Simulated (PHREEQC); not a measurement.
Leach liquor: an equilibrium model

Dissolve 0.0019 mol/kgw HCl and 0.0086 mol/kgw NiSO4 at 25 °C. Closed to the air; pH follows from the charge balance.

All values are PHREEQC results (ion-association model, wateq4f.dat), not measurements.

pH: 2.90
ionic strength: 0.0267 mol/kgw
total alkalinity: -1.90 meq/kg

```csv
species,molality,activity,log γ
Ni+2,0.00641,0.00344,-0.270
SO4-2,0.00596,0.00325,-0.264
NiSO4,0.00217,0.00218,0.003
Cl-,0.00188,0.00160,-0.070
H+,0.00144,0.00126,-0.056
HSO4-,0.000465,0.000398,-0.067
NiCl+,1.62e-5,1.39e-5,-0.068
```

This is a speciation only: nothing precipitates in the calculation.
